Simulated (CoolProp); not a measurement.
Values from CoolProp's reference Helmholtz-energy equation of state, Thol 2014.

Problem. For chloromethane (R40), give the phase and the Joule-Thomson coefficient (K/MPa) at 44.85 °C and 0.11 MPa; 44.85 °C and 4 MPa.

Solution. 
- 44.85 °C and 0.11 MPa: gas; Joule-Thomson coefficient 29.4
- 44.85 °C and 4 MPa: liquid; Joule-Thomson coefficient -0.150
